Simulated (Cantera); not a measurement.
Cantera run, input and output.

```python
import numpy as np
import cantera as ct

gas = ct.Solution("gri30.yaml")
gas.TPX = 1075, 75000, {'CO': 1, 'H2': 0.35, 'CH4': 0.095, 'O2': 1.97, 'N2': 8.65}
reactor = ct.IdealGasConstPressureReactor(gas, energy="on", clone=False)
net = ct.ReactorNet([reactor])
net.rtol, net.atol = 1e-08, 1e-16
show = ['CO', 'H2', 'CH4', 'C2H6', 'O', 'C2H2', 'NO2']
times = np.geomspace(5e-06, 4, 15)

steps = ct.SolutionArray(gas, extra=["t"])
rows = []
print(f"{'t/s':>10s}{'T/K':>9s}{'P/Pa':>11s}" + "".join(f"{s:>11s}" for s in show))
for t in times:
    while net.time < t:
        t_next = net.step()
        steps.append(gas.state, t=t_next)
    rows.append([np.interp(t, steps.t, y) for y in (steps.T, steps.P, *steps(*show).X.T)])
    print(f"{t:10.3e}{rows[-1][0]:9.1f}{rows[-1][1]:11.4g}" + "".join(f"{x:11.3e}" for x in rows[-1][2:]))
rate = np.gradient(steps.T, steps.t)
print("integrator steps:", len(steps.t))
if steps.T.max() > steps.T[0] + 200:
    print(f"time of steepest temperature rise: {steps.t[rate.argmax()]:.4e} s")
gas.TPX = 1075, 75000, {'CO': 1, 'H2': 0.35, 'CH4': 0.095, 'O2': 1.97, 'N2': 8.65}
gas.equilibrate("HP")
print(f"equilibrium (HP): T = {gas.T:.1f} K  " + "  ".join(f"{s} {gas[s].X[0]:.3e}" for s in show))
```

Result:

```
       t/s      T/K       P/Pa         CO         H2        CH4       C2H6          O       C2H2        NO2
 5.000e-06   1075.0    7.5e+04  8.288e-02  2.901e-02  7.874e-03  2.148e-19  2.319e-10  5.370e-25  1.144e-30
 1.320e-05   1075.0    7.5e+04  8.288e-02  2.901e-02  7.874e-03  2.092e-17  5.775e-10  8.288e-24  6.809e-29
 3.486e-05   1075.0    7.5e+04  8.288e-02  2.901e-02  7.874e-03  3.375e-15  2.031e-09  1.646e-22  9.176e-27
 9.203e-05   1075.0    7.5e+04  8.288e-02  2.901e-02  7.874e-03  1.903e-12  2.136e-08  6.368e-21  1.849e-23
 2.430e-04   1075.2    7.5e+04  8.287e-02  2.897e-02  7.855e-03  2.175e-07  6.729e-06  3.628e-14  5.508e-16
 6.415e-04   1774.3    7.5e+04  2.061e-02  2.204e-03  8.040e-18  2.798e-32  1.284e-02  1.145e-23  5.244e-09
 1.694e-03   2025.1    7.5e+04  5.319e-03  5.172e-04  6.186e-21  6.796e-38  2.618e-03  1.400e-25  2.740e-08
 4.472e-03   2077.7    7.5e+04  1.524e-03  1.466e-04 -6.432e-19  1.815e-32  7.178e-04  2.022e-24  6.203e-08
 1.181e-02   2085.9    7.5e+04  9.426e-04  9.387e-05 -4.913e-18  7.426e-32  4.585e-04 -1.022e-23  9.597e-08
 3.118e-02   2085.8    7.5e+04  9.336e-04  9.308e-05  1.744e-22 -3.426e-37  4.544e-04  1.367e-27  1.699e-07
 8.231e-02   2085.4    7.5e+04  9.309e-04  9.284e-05  1.606e-22  7.508e-38  4.527e-04  1.494e-27  3.621e-07
 2.173e-01   2084.2    7.5e+04  9.240e-04  9.224e-05  1.588e-22  1.342e-39  4.484e-04  1.436e-27  8.477e-07
 5.738e-01   2081.6    7.5e+04  9.085e-04  9.088e-05  1.515e-22  1.679e-41  4.386e-04  1.312e-27  1.966e-06
 1.515e+00   2077.1    7.5e+04  8.828e-04  8.861e-05  1.397e-22  5.353e-42  4.225e-04  1.122e-27  3.860e-06
 4.000e+00   2073.8    7.5e+04  8.644e-04  8.699e-05  1.315e-22  4.779e-42  4.110e-04  9.991e-28  5.238e-06
integrator steps: 1569
time of steepest temperature rise: 4.2832e-04 s
equilibrium (HP): T = 2073.4 K  CO 8.622e-04  H2 8.680e-05  CH4 2.093e-22  C2H6 8.551e-42  O 4.097e-04  C2H2 1.193e-27  NO2 5.405e-06
```

Detailed kinetics in Cantera: GRI-Mech 3.0 (53 species, 325 reactions).
